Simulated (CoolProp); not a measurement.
Vapour-liquid equilibrium of isohexane (1) + n-hexane (2) at 174.65 °C; x and y are mole fractions of (1).

The numbers come from the multi-fluid Helmholtz-energy mixture model, Lemmon 2006 and Thol 2019; pair parameters Bell 2016 in CoolProp.

| x | bubble pressure (bar) | y at the bubble point | dew pressure at overall composition x (bar) | liquid density (mol/L) |
|---|---|---|---|---|
| 0.05 | 11.98 | 0.056 | 11.97 | 5.604 |
| 0.2 | 12.32 | 0.220 | 12.28 | 5.579 |
| 0.35 | 12.66 | 0.376 | 12.60 | 5.554 |
| 0.5 | 12.99 | 0.527 | 12.93 | 5.530 |
| 0.65 | 13.31 | 0.673 | 13.26 | 5.506 |
| 0.8 | 13.62 | 0.815 | 13.59 | 5.482 |
| 0.95 | 13.91 | 0.954 | 13.90 | 5.461 |

No azeotrope shows between x = 0.05 and 0.95.

The pair parameters rest on a limited set of measurements; away from them the model extrapolates.
